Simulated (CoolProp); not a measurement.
Vapour-liquid equilibrium of R22 (1) + cyclohexane (2) at 36.05 °C; x and y are mole fractions of (1).

Model: multi-fluid Helmholtz-energy mixture model, Kamei 1995 and Zhou 2014; pair parameters Bell 2016, in CoolProp.

Task: Give the bubble pressure and the first vapour's composition at x = 0.35, 0.8, 0.95. Is there an azeotrope?

Result: x = 0.35: 0.7354 MPa, y = 0.972; x = 0.8: 1.130 MPa, y = 0.988; x = 0.95: 1.312 MPa, y = 0.996. No azeotrope shows between x = 0.05 and 0.95.

The pair parameters rest on a limited set of measurements; away from them the model extrapolates. The gap from Raoult's law changes sign with composition, which may be real or a fault of the pair parameters; it wasn't checked against measurements. With so large a gap from Raoult's law the liquid may split in two, which this calculation doesn't test in full.
